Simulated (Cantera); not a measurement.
What does this Cantera script print?

```python
import numpy as np
import cantera as ct

gas_names = [...]  # 123 gases of nasa_gas.yaml made of C, H, O, Si
cond_names = """
    C(gr) C6H6(L) C7H8(L) C8H18(L),n-octa H2O(s) H2O(L) Si(cr) Si(L) SiC(b) SiO2(Lqz) SiO2(hqz) SiO2(L)
""".split()


# ... load() reads the species with a 1 bar reference pressure and builds the phases ...
atoms = {
    'HMDSO': {'Si': 2, 'C': 6, 'H': 18, 'O': 1},
    'O2': {'O': 2},
    'H2': {'H': 2},
}
top_T = {'C(gr)': 4500, 'SiC(b)': 3050}  # K; cautious upper limits of use, not melting points


# ... equilibrate(T, P, feed) seeds the gas with the atoms and calls Mixture.equilibrate('TP', solver="vcs", rtol=1e-11, max_steps=5000) ...
results = []
feed = {'HMDSO': 1, 'O2': 3, 'H2': 5.4}  # mol
T = 1048.15  # K
P = 110  # Pa
mix = equilibrate(T, P, feed)
results.append((T, P, feed, dict(zip(mix.species_names, mix.species_moles))))
print(gas.report(threshold=0.001))
for i in range(1, mix.n_phases):
    print(f"{mix.phase(i).name:16s} {mix.phase_moles(i):12.5e} mol")
```

Output:

```
       temperature   1048.2 K
          pressure   110 Pa
           density   8.2023e-05 kg/m^3
  mean mol. weight   6.4983 kg/kmol
   phase of matter   gas

                          1 kg             1 kmol
                     ---------------   ---------------
          enthalpy        5.0426e+05        3.2768e+06  J
   internal energy       -8.3682e+05        -5.438e+06  J
           entropy             36923        2.3994e+05  J/K
    Gibbs function       -3.8196e+07       -2.4821e+08  J
 heat capacity c_p              4757             30913  J/K
 heat capacity c_v            3477.5             22598  J/K

                      mass frac. Y      mole frac. X     chem. pot. / RT
                     ---------------   ---------------   ---------------
                CO           0.74303           0.17238           -46.978
                H2           0.25673           0.82754           -24.626
     [ +121 minor]         0.0002386        8.0638e-05

C(gr)             2.99987e+00 mol
Si(cr)            0.00000e+00 mol
SiC(b)            0.00000e+00 mol
SiO2(hqz)         2.00000e+00 mol
```

Method: chemical equilibrium by Gibbs-energy minimisation in Cantera with the NASA 1993 tables (ideal gas, pure condensed phases). The feed counts by its element totals alone.
